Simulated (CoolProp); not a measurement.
Vapour-liquid equilibrium of R22 (1) + C3F8 (R218) (2) at 15.55 °C; x and y are mole fractions of (1).

Computed with CoolProp (multi-fluid Helmholtz-energy mixture model, Kamei 1995 and Lemmon 2006; pair parameters Bell 2016).

```tsv
x	bubble pressure (kPa)	y at the bubble point	dew pressure at overall composition x (kPa)	liquid density (mol/L)
0.05	720.3	0.104	691.8	7.478
0.15	810.6	0.260	745.8	?
0.25	878.4	0.372	804.3	?
0.35	925.8	0.456	?	8.656
0.45	955.6	0.523	922.7	9.179
0.55	970.8	0.581	?	9.794
0.65	973.1	0.636	971.6	?
0.75	961.3	0.696	?	11.37
0.85	928.9	?	888.6	12.37
0.95	859.7	?	830.6	13.53
```

**Question.** Complete the blanks.

**Answer.** 
- 0.15, liquid density (mol/L): 7.819
- 0.25, liquid density (mol/L): 8.207
- 0.35, dew pressure at overall composition x (kPa): 865.2
- 0.55, dew pressure at overall composition x (kPa): 964.2
- 0.65, liquid density (mol/L): 10.52
- 0.75, dew pressure at overall composition x (kPa): 940.7
- 0.85, y at the bubble point: 0.775
- 0.95, y at the bubble point: 0.900

y crosses x between x = 0.55 and 0.65: the model has an azeotrope there.

Pair parameters are fitted to limited data, so mixtures are less certain than the pure fluids.
